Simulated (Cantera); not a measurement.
Charge: 1 mol CH3SiCl3, 0.02 mol C2H4, 17 mol H2, held at 16.5 Torr.

Cantera equilibrium calculation (NASA polynomials, part measured and part estimated; ideal gas, pure solids and liquids). Candidate condensed phases: C, C6H6, C7H8, C8H18, Si, SiC; 109 gas species. The feed counts by its element totals alone. Gases not in the tables: Si2H6 and higher silanes. Equilibrium is a limit: real reactors are often held back by kinetics, nucleation or transport.

What share of the Si ends up in condensed phases as a function of T (°C), at 1025, 1125, 1225, 1325, 1425, 1525, 1625, 1725, 1825, 1925, 2025, 2125, 2225?


```json
[
 {"T (°C)": "1025", "Si condensed (%)": "99.3", "as": "SiC(s)"},
 {"T (°C)": "1125", "Si condensed (%)": "99.1", "as": "SiC(s)"},
 {"T (°C)": "1225", "Si condensed (%)": "98.7", "as": "SiC(s)"},
 {"T (°C)": "1325", "Si condensed (%)": "98.1", "as": "SiC(s)"},
 {"T (°C)": "1425", "Si condensed (%)": "97.3", "as": "SiC(s)"},
 {"T (°C)": "1525", "Si condensed (%)": "96.2", "as": "SiC(s)"},
 {"T (°C)": "1625", "Si condensed (%)": "95.0", "as": "SiC(s)"},
 {"T (°C)": "1725", "Si condensed (%)": "93.3", "as": "SiC(s)"},
 {"T (°C)": "1825", "Si condensed (%)": "90.7", "as": "SiC(s)"},
 {"T (°C)": "1925", "Si condensed (%)": "85.2", "as": "SiC(s)"},
 {"T (°C)": "2025", "Si condensed (%)": "70.4", "as": "SiC(s)"},
 {"T (°C)": "2125", "Si condensed (%)": "26.1", "as": "SiC(s)"},
 {"T (°C)": "2225", "Si condensed (%)": "0.0", "as": "-"}
]
```
